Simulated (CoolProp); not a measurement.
Saturated liquid density (kg/m³) of vinyl chloride: the reference equation beside estimates from Tc = 425.0 K, pc = 5600 kPa, ω = 0.160.

Model: reference Helmholtz-energy equation of state, Thol 2022, in CoolProp.

```csv
T (K),reference,van der Waals,Redlich-Kwong,Soave-Redlich-Kwong,Peng-Robinson
292.6,909.7,571.0,829.6,847.3,959.2
303.9,888.3,557.8,806.3,825.0,934.7
315.1,866.4,544.1,781.7,801.3,908.4
326.3,843.6,529.6,755.7,775.9,880.1
337.6,819.5,513.9,727.6,748.3,849.0
348.8,794.2,497.4,697.7,718.5,815.3
360.1,766.7,479.3,665.1,685.7,777.8
371.3,736.8,459.6,629.7,649.7,736.4
382.6,702.8,437.5,590.2,609.0,689.2
393.8,663.3,412.5,545.7,562.6,634.9
```

Absolute difference from the reference over all 10 rows, mean and median: van der Waals 37.4 and 37.3 %, Redlich-Kwong 12.3 and 11.7 %, Soave-Redlich-Kwong 9.9 and 9.1 %, Peng-Robinson 3.4 and 3.9 %.
